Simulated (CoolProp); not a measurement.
Vapour-liquid equilibrium of methanol (1) + ethanol (2) at 68.85 °C; x and y are mole fractions of (1).

Model: multi-fluid Helmholtz-energy mixture model, de Reuck 1993 and Schroeder 2014; pair parameters Bell 2016, in CoolProp.

| x | bubble pressure, mixture model (MPa) | bubble pressure, Raoult's law (MPa) | y, mixture model | y, Raoult's law |
|---|---|---|---|---|
| 0.05 | 0.07129 | 0.07118 | 0.084 | 0.084 |
| 0.125 | 0.07514 | 0.07503 | 0.197 | 0.200 |
| 0.2 | (withheld) | 0.07889 | 0.298 | 0.304 |
| 0.275 | 0.08248 | 0.08275 | 0.390 | 0.399 |
| 0.35 | 0.08608 | 0.08661 | 0.474 | 0.485 |
| 0.425 | 0.08970 | 0.09046 | 0.552 | 0.564 |
| 0.5 | 0.09336 | 0.09432 | (withheld) | 0.636 |
| 0.575 | 0.09709 | 0.09818 | 0.694 | 0.703 |
| 0.65 | 0.1009 | 0.1020 | 0.758 | 0.765 |
| 0.725 | 0.1048 | 0.1059 | 0.818 | 0.822 |
| 0.8 | (withheld) | 0.1097 | 0.873 | 0.875 |
| 0.875 | 0.1130 | 0.1136 | 0.925 | 0.925 |
| 0.95 | 0.1172 | 0.1175 | 0.971 | 0.971 |

Fill in the missing entries.


- 0.2, bubble pressure, mixture model (MPa): 0.07885
- 0.5, y, mixture model: 0.625
- 0.8, bubble pressure, mixture model (MPa): 0.1089

The largest gap from Raoult's law is -1.1 % in bubble pressure, at x = 0.575. No azeotrope shows between x = 0.05 and 0.95.

Pair parameters are fitted to limited data, so mixtures are less certain than the pure fluids.
